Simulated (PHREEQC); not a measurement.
Consider water at 10 °C with 30 mmol/kgw NaBr, 3 mmol/kgw Na2HPO4 and 3.7 mmol/kgw Na2B4O7. Closed to the air; pH follows from the charge balance.

Equilibrium calculation in PHREEQC: ion-association model, wateq4f.dat.

Each row changes one thing in this solution. This is a speciation only: nothing precipitates in the calculation.

| case | pH | ionic strength (mol/kgw) | H2BO3- (mol/kgw) | H3BO3 (mol/kgw) | HPO4-2 (mol/kgw) | NaHPO4- (mol/kgw) |
|---|---|---|---|---|---|---|
| as made | 9.27 | 0.0462 | 0.00741 | 0.00739 | 0.00286 | 0.000116 |
| temperature from 10 to 5 °C | 9.32 | 0.0462 | 0.00741 | 0.00739 | 0.00286 | 0.000116 |
| NaBr from 0.03 to 0.15 mol/kgw | 9.20 | 0.166 | 0.00740 | 0.00740 | 0.00270 | 0.000279 |
| Na2B4O7 from 0.0037 to 0.00555 mol/kgw | 9.27 | 0.0498 | 0.0111 | 0.0111 | 0.00286 | 0.000123 |
| Na2HPO4 from 0.003 to 0.006 mol/kgw | 9.26 | 0.0549 | 0.00741 | 0.00739 | 0.00571 | 0.000250 |
| temperature from 10 to 20 °C | 9.18 | 0.0462 | 0.00740 | 0.00740 | 0.00286 | 0.000115 |
| Na2HPO4 from 0.003 to 0.015 mol/kgw | 9.25 | 0.0809 | 0.00744 | 0.00736 | 0.0141 | 0.000750 |
| diluted 10-fold with water | 9.33 | 0.00464 | 0.000735 | 0.000745 | 0.000296 | 1.89e-6 |

Complexes and solids missing from the database can't appear. H3PO4, which wateq4f.dat lacks, is added to it with the constant of phreeqc.dat. Away from 25 °C the constants follow the database's enthalpies or fits; those with neither stay at their 25 °C values.
